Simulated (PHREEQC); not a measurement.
1 kg of water holding 0.17 mol/kgw KOH meets 20 L of dry gas (CO2 1 by moles) at fixed total pressure, at 40 °C; fugacities by Peng-Robinson. The gases take part in no redox reaction, some water evaporates into the gas, and hydrates or a liquid gas phase aren't modelled. Nothing may precipitate in this run.

Computed with PHREEQC (ion-association model, phreeqc.dat).

```csv
P (atm),dissolved CO2 (all carbonate carbon) (mol/kgw),φ of CO2,pH
2,0.214,0.991,6.75
5,0.280,0.976,6.35
10,[?],0.953,6.06
20,0.581,0.907,5.78
30,0.755,0.863,5.63
40,0.906,0.819,[?]
50,[?],0.776,[?]
75,1.27,0.670,5.35
100,[?],0.562,5.31
150,1.44,0.425,5.27
200,1.49,[?],5.24
300,1.58,[?],5.17
400,1.64,0.257,5.11
```

Q: Complete the blanks.

A: 
- 10, dissolved CO2 (all carbonate carbon) (mol/kgw): 0.386
- 40, pH: 5.53
- 50, dissolved CO2 (all carbonate carbon) (mol/kgw): 1.04
- 50, pH: 5.46
- 100, dissolved CO2 (all carbonate carbon) (mol/kgw): 1.36
- 200, φ of CO2: 0.355
- 300, φ of CO2: 0.287

At this temperature some constants are extrapolated from 25 °C, and those without enthalpy data are left unchanged.
